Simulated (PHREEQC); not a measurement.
# Polishing slurry liquid

Make-up at 25 °C: 0.008 mol/kgw NH3 and 0.00037 mol/kgw CO2. Closed to the air; pH follows from the charge balance.

Computed with PHREEQC (ion-association model, phreeqc.dat).

```
Property                        Result
--------------------  ----------------
pH                               10.25
ionic strength        0.000914 mol/kgw
specific conductance         122 µS/cm
total alkalinity           8.00 meq/kg
```

```
species  molality  activity   log γ
-------  --------  --------  ------
NH3       0.00726   0.00726   0.000
NH4+     0.000736  0.000711  -0.015
HCO3-    0.000192  0.000185  -0.015
OH-      0.000188  0.000181  -0.015
CO3-2    0.000178  0.000156  -0.059
CO2       2.32e-8   2.32e-8   0.000
```

Precipitation was switched off in this run.
